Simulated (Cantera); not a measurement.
Source: NASA polynomial tables (part measured, part estimated), evaluated in Cantera. Values are per mole of reaction as written; species without (g) are pure solids or liquids, kept so even where they would boil at 1 bar.

**Question.** Between 300 and 1973 K, where is each reaction favourable under standard conditions?
- PbF₂ + 2 H(g) ⇌ 2 HF(g) + Pb(g)

**Answer.** 
- PbF₂ + 2 H(g) ⇌ 2 HF(g) + Pb(g): ΔG° is -163 kJ at 300 K and -339 kJ at 1973 K; it stays negative (K > 1). ΔH° is -226 kJ and ΔS° 57 J/K at 1973 K.
